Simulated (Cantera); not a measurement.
Input: 1 mol TiO₂, 430 mol H₂, at 1073 K and 0.100 bar.

Method: chemical equilibrium by Gibbs-energy minimisation in Cantera with the NASA 1993 tables (ideal gas, pure condensed phases). Candidate condensed phases: H₂O, Ti, TiO, TiO₂, Ti₂O₃, Ti₃O₅, Ti₄O₇; 12 gas species. Mutual solubility and eutectic melting of coexisting phases are not modelled. Condensed phases not in the tables: Magnéli phases beyond Ti₄O₇. Rates play no part.

Base state: H₂ 1.000, H₂O 0.000219 (mole fractions); condensed: TiO₂(rutile) + Ti₄O₇(s).

### Question
What changes in the equilibrium state with this change: TiO₂ replaced by FeS₂?

### Answer
```csv
species,before,after
H₂,1.000,0.998
H₂S,0,0.00233
H₂O,0.000219,0
"TiO₂(rutile), mol",0.624,0
"Ti₄O₇(s), mol",0.0941,0
"FeS(s), mol",0,1.00
```
FeS: taken at fixed stoichiometry. Further candidate phases: Fe, FeS, FeS₂, S.
